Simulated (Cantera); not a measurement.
**Fluorocarbon and chlorocarbon gases: CH₃Cl + H₂**

Charge: 1 mol CH₃Cl, a varied amount of H₂, equilibrated at 673 K and 1.00 bar.

Method: chemical equilibrium by Gibbs-energy minimisation in Cantera with the NASA 1993 tables (ideal gas, pure condensed phases). Candidate condensed phases: C, C₆H₆, C₇H₈, C₈H₁₈; 91 gas species. Equilibrium is a limit: real reactors are often held back by kinetics, nucleation or transport.

| n(H₂) (mol) | x H₂ | x HCl | x CH₄ | x C₂H₆ | x CH₃Cl | x C₂H₄ | n C(graphite) |
|---|---|---|---|---|---|---|---|
| 0.16 | 0.134 | 0.590 | 0.275 | 1.51e-6 | 1.43e-7 | 9.96e-10 | 0.534 |
| 0.25 | 0.138 | 0.573 | 0.289 | 1.63e-6 | 1.42e-7 | 1.05e-9 | 0.495 |
| 0.39 | 0.142 | 0.548 | 0.310 | 1.80e-6 | 1.40e-7 | 1.12e-9 | 0.435 |
| 0.6 | 0.149 | 0.514 | 0.337 | 2.05e-6 | 1.38e-7 | 1.22e-9 | 0.344 |
| 0.93 | 0.157 | 0.469 | 0.374 | 2.39e-6 | 1.32e-7 | 1.35e-9 | 0.202 |
| 1.4 | 0.167 | 0.417 | 0.417 | 2.79e-6 | 1.23e-7 | 1.48e-9 | 0 |
| 2.2 | 0.375 | 0.312 | 0.312 | 6.97e-7 | 3.07e-8 | 1.65e-10 | 0 |
| 3.5 | 0.556 | 0.222 | 0.222 | 2.38e-7 | 1.05e-8 | 3.79e-11 | 0 |
| 5.3 | 0.683 | 0.159 | 0.159 | 9.88e-8 | 4.35e-9 | 1.28e-11 | 0 |
x: gas mole fraction; n: condensed amount in mol.

From 0.16 mol H₂ to 0.93 mol H₂ the condensed part is C(graphite). From 1.4 mol H₂ to 5.3 mol H₂ nothing is condensed. The main C-bearing gas is CH₄ throughout.
